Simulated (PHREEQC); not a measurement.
1 kg of water holding 98 mmol/kgw NaOH meets 20 L of dry gas (CO2 1 by moles) at fixed total pressure, at 1 atm; fugacities by Peng-Robinson. The gases take part in no redox reaction, some water evaporates into the gas, and hydrates or a liquid gas phase aren't modelled. Nothing may precipitate in this run.

Computed with PHREEQC (ion-association model, phreeqc.dat).

```
T (°C)  dissolved CO2 (all carbonate carbon) (mol/kgw)  φ of CO2    pH
------  ----------------------------------------------  --------  ----
10                                               0.150     0.994  6.62
20                                               0.135     0.994  6.68
30                                               0.126     0.995  6.75
40                                               0.119     0.995  6.83
50                                               0.114     0.996  6.93
60                                               0.111     0.996  7.04
70                                               0.107     0.997  7.18
80                                               0.103     0.998  7.36
```

Constants without temperature data keep their 25 °C values here.
